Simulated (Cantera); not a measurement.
A closed system holds: 1 mol SiCl4, 0.25 mol Cl2, 69 mol H2, equilibrated at 777 °C.

Cantera equilibrium calculation (NASA polynomials, part measured and part estimated; ideal gas, pure solids and liquids). Candidate condensed phases: Si; 19 gas species. The tables' values for SiCl3 are old estimates; treat these amounts as uncertain. Rates play no part.

x: gas mole fraction; n: condensed amount in mol.

```tsv
P (Pa)	x H2	x HCl	x SiCl4	x SiHCl3	x SiCl2	x SiCl3	x SiH2Cl2	n Si(s)
100	0.951	0.0410	0.00289	0.000697	?	0.000725	1.92e-5	0.459
260	0.956	0.0356	0.00426	0.00119	?	0.000763	3.77e-5	0.382
670	0.960	0.0301	0.00555	0.00184	?	0.000735	6.93e-5	0.297
1700	0.964	0.0249	0.00657	0.00264	?	0.000661	0.000121	0.210
4500	0.967	0.0201	0.00730	0.00365	?	0.000561	0.000208	0.120
12000	0.970	0.0159	0.00763	0.00483	?	0.000454	0.000348	0.0325
30000	0.971	0.0143	0.00775	0.00546	?	0.000325	0.000439	0
77000	0.972	0.0141	0.00784	0.00561	?	0.000208	0.000458	0
200000	0.972	0.0140	0.00789	0.00569	?	0.000131	0.000468	0
```

**Question.** What belongs in the gaps?

**Answer.** 
- 100, x SiCl2: 0.00329
- 260, x SiCl2: 0.00248
- 670, x SiCl2: 0.00176
- 1700, x SiCl2: 0.00120
- 4500, x SiCl2: 0.000780
- 12000, x SiCl2: 0.000489
- 30000, x SiCl2: 0.000246
- 77000, x SiCl2: 0.000100
- 200000, x SiCl2: 3.94e-5
